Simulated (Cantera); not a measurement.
Mixture: CH₄ : O₂ : N₂ = 1 : 3.33 : 12.5 (molar parts), equivalence ratio 0.60, at 3750 Torr, adiabatic and at constant volume. Ignition delay is the time to a rise of 400 K.

Model: GRI-Mech 3.0 (53 species, 325 reactions), integrated in Cantera.

Q: Predict: delay at 1225 K; delay at 1375 K; delay at 1525 K; delay at 1675 K; apparent activation energy between 1600 and 1750 K.

A: 
| Property | Result |
|---|---|
| delay at 1225 K | 5.43 ms |
| delay at 1375 K | 0.931 ms |
| delay at 1525 K | 0.207 ms |
| delay at 1675 K | 59.1 µs |
| apparent activation energy between 1600 and 1750 K | 180 kJ/mol |
